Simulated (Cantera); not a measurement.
Cantera run:

```python
import numpy as np
import cantera as ct

gas_names = """
    Cr CrN H H2 N NH NH2 NH3 N2 N2H2 N2H4
""".split()
cond_names = """
    Cr(cr) Cr(L) CrN(s) Cr2N(s)
""".split()


# ... load() reads the species with a 1 bar reference pressure and builds the phases ...
atoms = {
    'Cr': {'Cr': 1},
    'N2': {'N': 2},
    'H2': {'H': 2},
}
top_T = {'CrN(s)': 1900, 'Cr2N(s)': 1900}  # K; cautious upper limits of use, not melting points


# ... equilibrate(T, P, feed) seeds the gas with the atoms and calls Mixture.equilibrate('TP', solver="vcs", rtol=1e-11, max_steps=5000) ...
results = []
feed = {'Cr': 1, 'N2': 0.15, 'H2': 31}  # mol
T = 1250  # K
P = 0.43  # Pa
mix = equilibrate(T, P, feed)
results.append((T, P, feed, dict(zip(mix.species_names, mix.species_moles))))
print(gas.report(threshold=0.001))
for i in range(1, mix.n_phases):
    print(f"{mix.phase(i).name:16s} {mix.phase_moles(i):12.5e} mol")
```

Result:

```
       temperature   1250 K
          pressure   0.43 Pa
           density   8.912e-08 kg/m^3
  mean mol. weight   2.154 kg/kmol
   phase of matter   gas

                          1 kg             1 kmol
                     ---------------   ---------------
          enthalpy        1.3245e+07         2.853e+07  J
   internal energy        8.4202e+06        1.8137e+07  J
           entropy        1.2833e+05        2.7643e+05  J/K
    Gibbs function       -1.4717e+08         -3.17e+08  J
 heat capacity c_p             14539             31318  J/K
 heat capacity c_v             10679             23003  J/K

                      mass frac. Y      mole frac. X     chem. pot. / RT
                     ---------------   ---------------   ---------------
                H2           0.93095           0.99469            -30.45
                N2          0.062603         0.0048136           -43.163
     [   +9 minor]         0.0064458        0.00049502

Cr(cr)            9.91819e-01 mol
CrN(s)            0.00000e+00 mol
Cr2N(s)           0.00000e+00 mol
```

Equilibrium computed with Cantera from the NASA thermochemical tables; the gas is ideal and each condensed phase is pure.
